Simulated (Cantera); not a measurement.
**Equilibrium for oxide etching and cleaning by halides: CaO + HBr**

Input: 1 mol CaO, 12 mol HBr, at 30.0 mbar.

Equilibrium computed with Cantera from the NASA thermochemical tables; the gas is ideal and each condensed phase is pure. Candidate condensed phases: Br₂, Ca, CaBr₂, CaO, Ca(OH)₂, H₂O; 19 gas species. The numbers say what is thermodynamically allowed, not how fast it happens.

From 1048 K to 1348 K the condensed part is CaBr₂(l). From 1423 K to 1573 K nothing is condensed. The main Ca-bearing gas is CaBr₂ throughout.

| T (K) | log p HBr | log p H₂O | log p CaBr₂ | log p Br | log p H₂ | log p Br₂ | n CaBr₂(l) |
|---|---|---|---|---|---|---|---|
| 1048 | -1.57 | -2.56 | -5.75 | -4.40 | -4.44 | -4.78 | 0.999 |
| 1123 | -1.57 | -2.57 | -4.91 | -4.03 | -4.17 | -4.69 | 0.996 |
| 1198 | -1.57 | -2.57 | -4.19 | -3.71 | -3.92 | -4.63 | 0.976 |
| 1273 | -1.58 | -2.57 | -3.57 | -3.44 | -3.69 | -4.60 | 0.899 |
| 1348 | -1.59 | -2.58 | -3.02 | -3.21 | -3.48 | -4.59 | 0.633 |
| 1423 | -1.63 | -2.61 | -2.61 | -3.02 | -3.30 | -4.62 | 0 |
| 1498 | -1.64 | -2.61 | -2.61 | -2.84 | -3.12 | -4.62 | 0 |
| 1573 | -1.66 | -2.62 | -2.62 | -2.68 | -2.97 | -4.63 | 0 |
log p: log10 of the partial pressure in bar; n: condensed amount in mol.
